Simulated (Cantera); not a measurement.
Abatement and gas-phase synthesis: S + H2

Charge: 1 mol S, 7.5 mol H2, held at 19.0 bar.

These are equilibrium values from Cantera (NASA tables, ideal gas, pure condensed phases), not measurements of a reactor. Candidate condensed phases: S; 7 gas species. Kinetics and transport are ignored.

```
T (K)   x H2   x H2S      x H     x SH     x S2
-----  -----  ------  -------  -------  -------
2198   0.873   0.111  0.00119  0.00801  0.00647
2298   0.875   0.103  0.00206   0.0110  0.00855
2398   0.877  0.0943  0.00338   0.0144   0.0106
2498   0.877  0.0856  0.00536   0.0181   0.0126
2598   0.877  0.0769  0.00818   0.0221   0.0142
2698   0.875  0.0686   0.0121   0.0261   0.0155
2798   0.871  0.0608   0.0174   0.0301   0.0163
2898   0.866  0.0536   0.0244   0.0338   0.0168
2998   0.858  0.0469   0.0334   0.0373   0.0168
3098   0.848  0.0409   0.0446   0.0404   0.0165
```
x: gas mole fraction; nothing condenses.

From 2198 K to 3098 K nothing is condensed.
